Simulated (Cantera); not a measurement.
A closed system holds: 1 mol HgO, 9.3 mol H₂, 2.6 mol N₂, held at 1448 K and 13300 Pa.

These are equilibrium values from Cantera (NASA tables, ideal gas, pure condensed phases), not measurements of a reactor. Candidate condensed phases: H₂O, Hg, HgO; 25 gas species. The numbers say what is thermodynamically allowed, not how fast it happens.

Base state: H₂ 0.643, N₂ 0.202, Hg 0.0775, H₂O 0.0775, H 2.02e-5 (mole fractions); condensed: gas only.

Question: What changes in the equilibrium state with this change: H₂ from 9.3 to 0.2 mol?

Answer: 
```tsv
species	before	after
N₂	0.202	0.619
Hg	0.0775	0.238
O₂	<1e-9	0.0949
H₂	0.643	3.89e-7
H₂O	0.0775	0.0476
NO	<1e-9	0.000560
H	2.02e-5	1.58e-8
OH	5.81e-8	4.58e-5
```
